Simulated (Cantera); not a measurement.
Charge: 1 mol HF, 0.58 mol H2, 0.18 mol O2, at 1580 Torr.

These are equilibrium values from Cantera (NASA tables, ideal gas, pure condensed phases), not measurements of a reactor. Candidate condensed phases: H2O; 22 gas species. Equilibrium is a limit: real reactors are often held back by kinetics, nucleation or transport.

x: gas mole fraction; nothing condenses.

```tsv
T (°C)	x HF	x H2O	x H	x H2	x OH	x O	x O2
1027	0.633	0.228	2.85e-7	0.139	6.09e-9	<1e-12	<1e-12
1227	0.633	0.228	4.53e-6	0.139	2.12e-7	5.98e-12	[?]
1427	0.633	0.228	3.79e-5	0.139	3.21e-6	7.00e-10	[?]
1627	0.633	0.228	0.000204	0.139	2.75e-5	3.03e-8	[?]
1827	0.633	0.228	0.000801	0.139	0.000156	6.43e-7	[?]
2027	0.632	0.227	0.00248	0.138	0.000657	8.06e-6	[?]
2227	0.630	0.224	0.00641	0.137	0.00218	6.74e-5	[?]
2427	0.626	0.218	0.0144	0.135	0.00598	0.000407	[?]
2627	0.617	0.204	0.0289	0.133	0.0136	0.00184	[?]
2827	0.599	0.178	0.0533	0.132	0.0257	0.00627	[?]
3027	0.572	0.139	0.0916	0.132	0.0393	0.0162	[?]
3227	0.534	0.0939	0.145	0.127	0.0494	0.0329	[?]
```

**Question.** What belongs in the gaps?

**Answer.** 
- 1227, x O2: 4.56e-12
- 1427, x O2: 5.15e-10
- 1627, x O2: 2.17e-8
- 1827, x O2: 4.49e-7
- 2027, x O2: 5.53e-6
- 2227, x O2: 4.54e-5
- 2427, x O2: 0.000267
- 2627, x O2: 0.00113
- 2827, x O2: 0.00332
- 3027, x O2: 0.00661
- 3227, x O2: 0.00937
